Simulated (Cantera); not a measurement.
An isothermal, constant-pressure homogeneous reactor starts with H2 : O2 : N2 = 0.41 : 1 : 5.8 (molar parts), equivalence ratio 0.20, at 1075 K and 13300 Pa.

Cantera simulation using the H2/O2 subset of GRI-Mech 3.0, which has no nitrogen chemistry; the numbers are that mechanism's predictions, not measurements. The temperature is held fixed by assumption; the heat of reaction is taken as removed at once.

One state of this run: x H2 = 7.89e-8; x O2 = 0.113; x H = 1.86e-9; x O = 2.41e-7; x OH = 6.95e-6; x H2O = 0.0585; x HO2 = 1.79e-8. x: mole fraction; the columns are a selection and need not sum to one.

Problem. Which value of t (s) does it belong to?
A. 0.0239
B. 0.340
C. 0.140
D. 0.825

Solution. B, 0.340
